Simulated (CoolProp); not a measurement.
The fluid at 287.32 K and 0.721 MPa is compressed adiabatically to 3.86 MPa with isentropic efficiency 0.6. The same conditions are run with several fluids, on thermodynamics alone (safety and materials aside).

Values from CoolProp's reference Helmholtz-energy equation of state of each fluid (C2F6 (R116): Lemmon 2006; R410A: Lemmon 2003; ethane: Bücker 2006; nitrogen: Span 2000; normal hydrogen: Leachman 2009). Blends and air are pseudo-pure fits.

```json
[
 {"fluid": "C2F6 (R116)", "work (kJ/kg)": "43.5", "final temperature (K)": "359.0", "final phase": "supercritical", "final density (kg/m³)": "[?]"},
 {"fluid": "R410A", "work (kJ/kg)": "[?]", "final temperature (K)": "405.2", "final phase": "gas", "final density (kg/m³)": "100"},
 {"fluid": "ethane", "work (kJ/kg)": "231", "final temperature (K)": "417.7", "final phase": "gas", "final density (kg/m³)": "37.0"},
 {"fluid": "nitrogen", "work (kJ/kg)": "[?]", "final temperature (K)": "579.1", "final phase": "supercritical", "final density (kg/m³)": "22.1"},
 {"fluid": "normal hydrogen", "work (kJ/kg)": "4300", "final temperature (K)": "[?]", "final phase": "supercritical", "final density (kg/m³)": "1.59"}
]
```

Problem. Some entries are withheld; supply them.

Solution. 
- C2F6 (R116), final density (kg/m³): 229
- R410A, work (kJ/kg): 87.4
- nitrogen, work (kJ/kg): 308
- normal hydrogen, final temperature (K): 582.3
